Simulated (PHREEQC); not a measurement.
Brine: speciation

Make-up at 25 °C: 1 mol KCl and 1.7 mol MgSO4 per kg of water. Closed to the air; pH follows from the charge balance.

Computed with PHREEQC (Pitzer model, pitzer.dat).

Each row changes one thing in this solution. No solid was allowed to form.

```json
[
 {"case": "as made", "pH": "6.14", "SI of Sylvite (KCl)": "-1.32"},
 {"case": "diluted 5-fold with water", "pH": "6.72", "SI of Sylvite (KCl)": "-2.77"},
 {"case": "MgSO4 left out", "pH": "6.96", "SI of Sylvite (KCl)": "-1.34"},
 {"case": "temperature from 25 to 50 °C", "pH": "5.92", "SI of Sylvite (KCl)": "-1.57"},
 {"case": "KCl from 1 to 0.9 mol/kgw", "pH": "6.15", "SI of Sylvite (KCl)": "…"},
 {"case": "0.042 mol/kgw HCl added", "pH": "…", "SI of Sylvite (KCl)": "…"},
 {"case": "MgSO4 replaced by Li2SO4 at the same molality", "pH": "7.29", "SI of Sylvite (KCl)": "…"}
]
```

**Question.** Some entries are withheld; supply them.

**Answer.** 
- KCl from 1 to 0.9 mol/kgw, SI of Sylvite (KCl): -1.42
- 0.042 mol/kgw HCl added, pH: 1.84
- 0.042 mol/kgw HCl added, SI of Sylvite (KCl): -1.30
- MgSO4 replaced by Li2SO4 at the same molality, SI of Sylvite (KCl): -1.23

At this temperature some constants are extrapolated from 25 °C, and those without enthalpy data are left unchanged.
